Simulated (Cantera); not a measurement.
A perfectly stirred reactor is fed with 1.96 % H2, 98.0 % O2, at 210 Pa; it is held at 1050 K, and followed from long to short residence time.

Detailed kinetics in Cantera: GRI-Mech 3.0 (53 species, 325 reactions). Radical loss at walls, strong at low pressure, is not modelled.

Task: Predict: x(H2) at τ = 5.20 s; x(O2) at τ = 5.20 s; x(O) at τ = 5.20 s; x(H2O) at τ = 5.20 s; x(H) at τ = 5.20 s; x(H2) at τ = 0.230 s; x(O2) at τ = 0.230 s; x(O) at τ = 0.230 s; x(H2O) at τ = 0.230 s; x(H) at τ = 0.230 s.

Result: x(H2) at τ = 5.20 s: 0.000131
x(O2) at τ = 5.20 s: 0.975
x(O) at τ = 5.20 s: 0.00499
x(H2O) at τ = 5.20 s: 0.0191
x(H) at τ = 5.20 s: 0.000484
x(H2) at τ = 0.230 s: 0.000911
x(O2) at τ = 0.230 s: 0.967
x(O) at τ = 0.230 s: 0.0115
x(H2O) at τ = 0.230 s: 0.0169
x(H) at τ = 0.230 s: 0.00245
